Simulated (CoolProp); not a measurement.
Saturation properties of cyclohexane (Tc = 553.6 K, pc = 4081 kPa, ω = 0.209).

Computed with CoolProp (reference Helmholtz-energy equation of state, Zhou 2014).

```json
[
 {"T (K)": "346", "p (kPa)": "79.49", "liquid density (kg/m³)": "727.4", "vapour density (kg/m³)": "2.401", "liquid viscosity (µPa s)": "451", "vapour viscosity (µPa s)": "7.95"},
 {"T (K)": "368.1", "p (kPa)": "152.5", "liquid density (kg/m³)": "704.8", "vapour density (kg/m³)": "4.414", "liquid viscosity (µPa s)": "351", "vapour viscosity (µPa s)": "8.39"},
 {"T (K)": "390.2", "p (kPa)": "268.7", "liquid density (kg/m³)": "681.3", "vapour density (kg/m³)": "7.533", "liquid viscosity (µPa s)": "278", "vapour viscosity (µPa s)": "8.86"},
 {"T (K)": "412.3", "p (kPa)": "442.3", "liquid density (kg/m³)": "656.5", "vapour density (kg/m³)": "12.14", "liquid viscosity (µPa s)": "225", "vapour viscosity (µPa s)": "9.39"},
 {"T (K)": "434.4", "p (kPa)": "688.4", "liquid density (kg/m³)": "630.0", "vapour density (kg/m³)": "18.75", "liquid viscosity (µPa s)": "186", "vapour viscosity (µPa s)": "10.00"},
 {"T (K)": "456.5", "p (kPa)": "1024", "liquid density (kg/m³)": "601.1", "vapour density (kg/m³)": "28.08", "liquid viscosity (µPa s)": "155", "vapour viscosity (µPa s)": "10.7"},
 {"T (K)": "478.6", "p (kPa)": "1466", "liquid density (kg/m³)": "568.5", "vapour density (kg/m³)": "41.28", "liquid viscosity (µPa s)": "129", "vapour viscosity (µPa s)": "11.7"},
 {"T (K)": "500.7", "p (kPa)": "2034", "liquid density (kg/m³)": "530.0", "vapour density (kg/m³)": "60.47", "liquid viscosity (µPa s)": "106", "vapour viscosity (µPa s)": "13.0"}
]
```

It boils at 353.9 K under 1 atm.

Viscosity comes from a separate model (Tariq 2014).
